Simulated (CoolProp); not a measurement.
Vapour-liquid equilibrium of ethanol (1) + toluene (2) at 0.416 MPa; x and y are mole fractions of (1).

Values from CoolProp's multi-fluid Helmholtz-energy mixture model, Schroeder 2014 and Lemmon 2006; pair parameters Bell 2016.

| x | bubble temperature (°C) | y at the bubble point | dew temperature at overall composition x (°C) | liquid density (mol/L) |
|---|---|---|---|---|
| 0.05 | 151.6 | 0.320 | 166.6 | 8.113 |
| 0.2 | 131.1 | 0.616 | 158.6 | 8.871 |
| 0.35 | 125.2 | 0.696 | 149.8 | 9.589 |
| 0.5 | 122.6 | 0.738 | 139.8 | ? |
| 0.65 | 120.9 | ? | 128.5 | 11.47 |
| 0.8 | ? | 0.844 | 120.4 | 12.77 |
| 0.95 | 119.1 | 0.950 | 119.1 | 14.39 |

What belongs in the gaps?


- 0.5, liquid density (mol/L): 10.43
- 0.65, y at the bubble point: 0.780
- 0.8, bubble temperature (°C): 119.6

No azeotrope shows between x = 0.05 and 0.95.

The pair parameters rest on a limited set of measurements; away from them the model extrapolates.
